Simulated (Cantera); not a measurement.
A Cantera script and its output.

```python
import numpy as np
import cantera as ct

gas = ct.Solution("gri30.yaml")
gas.TPX = 450, 70000, {'CH4': 1, 'O2': 1.33, 'N2': 5.01}
inlet = ct.Reservoir(gas, clone=True)
gas.equilibrate("HP")  # start burning
reactor = ct.IdealGasConstPressureReactor(gas, energy="on", clone=False)
exhaust = ct.Reservoir(gas, clone=True)
tau = [0.11, 0.055, 0.028, 0.015, 0.0077, 0.004, 0.0021, 0.0011, 0.00056, 0.00029, 0.00015, 7.8e-05, 4e-05][0]
for a, b in ((inlet, reactor), (reactor, exhaust)):
    ct.MassFlowController(a, b, mdot=lambda t: reactor.mass / tau)
net = ct.ReactorNet([reactor])
show = ['CH4', 'O2', 'N2O', 'HCO', 'H', 'H2O', 'CO']

rows = []
print(f"{'tau/s':>10s}{'T/K':>9s}" + "".join(f"{s:>11s}" for s in show))
for tau in [0.11, 0.055, 0.028, 0.015, 0.0077, 0.004, 0.0021, 0.0011, 0.00056, 0.00029, 0.00015, 7.8e-05, 4e-05]:
    net.initial_time = 0.0
    net.advance(30 * tau)
    before = gas.X
    net.advance(40 * tau)
    drift = np.max(np.abs(gas.X - before) / (gas.X + 1e-9))
    rows.append([gas.T, *gas[show].X, drift])
    print(f"{tau:10.3e}{gas.T:9.1f}" + "".join(f"{x:11.3e}" for x in gas[show].X))
```

It prints:

```
     tau/s      T/K        CH4         O2        N2O        HCO          H        H2O         CO
 1.100e-01   2000.4  4.370e-04  1.498e-04  1.959e-08  9.554e-08  1.065e-03  1.685e-01  8.512e-02
 5.500e-02   1999.1  6.274e-04  2.644e-04  2.968e-08  1.646e-07  1.197e-03  1.688e-01  8.467e-02
 2.800e-02   1996.7  8.427e-04  4.503e-04  4.101e-08  2.883e-07  1.367e-03  1.692e-01  8.412e-02
 1.500e-02   1993.1  1.068e-03  7.261e-04  5.042e-08  4.916e-07  1.566e-03  1.695e-01  8.358e-02
 7.700e-03   1986.9  1.355e-03  1.202e-03  5.561e-08  8.764e-07  1.818e-03  1.699e-01  8.300e-02
 4.000e-03   1977.0  1.734e-03  1.987e-03  5.273e-08  1.549e-06  2.082e-03  1.702e-01  8.250e-02
 2.100e-03   1961.0  2.304e-03  3.337e-03  4.224e-08  2.713e-06  2.319e-03  1.702e-01  8.216e-02
 1.100e-03   1931.9  3.346e-03  5.959e-03  2.723e-08  4.754e-06  2.435e-03  1.696e-01  8.202e-02
 5.600e-04   1838.2  7.471e-03  1.547e-02  1.102e-08  8.311e-06  1.827e-03  1.647e-01  8.121e-02
 2.900e-04    450.0  1.362e-01  1.812e-01  6.209e-22  3.207e-35  1.359e-29  6.161e-15  2.966e-15
 1.500e-04    450.0  1.362e-01  1.812e-01  1.214e-23  3.615e-37  2.677e-31  1.205e-16  5.801e-17
 7.800e-05    450.0  1.362e-01  1.812e-01  7.390e-26  2.194e-39  1.662e-33  7.333e-19  3.530e-19
 4.000e-05    450.0  1.362e-01  1.812e-01  4.668e-27  1.385e-40  9.609e-35  4.632e-20  2.230e-20
```

Computed with Cantera and GRI-Mech 3.0 (53 species, 325 reactions).
